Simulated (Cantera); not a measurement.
A perfectly stirred reactor is fed with CH4 : N2 = 1 : 22 (molar parts), at 1330 Pa; it is held at 1650 K, and followed from long to short residence time.

Cantera simulation using GRI-Mech 3.0 (53 species, 325 reactions); the numbers are that mechanism's predictions, not measurements. GRI-Mech 3.0 stops at C3 and has no aromatics, soot or wall deposition, so with more carbon than oxygen in the feed, carbon stays in small species such as C2H2 where larger ones or solid carbon would form. Radical loss at walls, strong at low pressure, is not modelled.

x: mole fraction; the columns are a selection and need not sum to one.

```
τ (s)      x CH4     x H2     x CH3     x C2H    x C2H4    x C2H2     x HCN
-------  -------  -------  --------  --------  --------  --------  --------
21       0.00342   0.0574  0.000123   1.50e-7   2.15e-5    0.0191   2.35e-5
3.5       0.0103   0.0473  0.000278   9.43e-8  0.000140    0.0156   3.97e-6
0.60      0.0244   0.0263  0.000508   4.14e-8  0.000671   0.00825   4.34e-7
0.10      0.0405        ?         ?         ?         ?         ?         ?
0.017     0.0434        ?         ?  1.26e-11         ?         ?  7.28e-12
0.0028    0.0435  8.30e-6   1.66e-5    <1e-12   4.08e-8  8.24e-10    <1e-12
0.00048   0.0435  1.28e-6   2.72e-6    <1e-12  1.76e-10    <1e-12    <1e-12
```

Problem. Some entries are withheld; supply them.

Solution. 
- 0.10, x H2: 0.00327
- 0.10, x CH3: 0.000462
- 0.10, x C2H: 2.93e-9
- 0.10, x C2H4: 0.000600
- 0.10, x C2H2: 0.000610
- 0.10, x HCN: 4.50e-9
- 0.017, x H2: 7.07e-5
- 0.017, x CH3: 0.000101
- 0.017, x C2H4: 8.45e-6
- 0.017, x C2H2: 1.08e-6
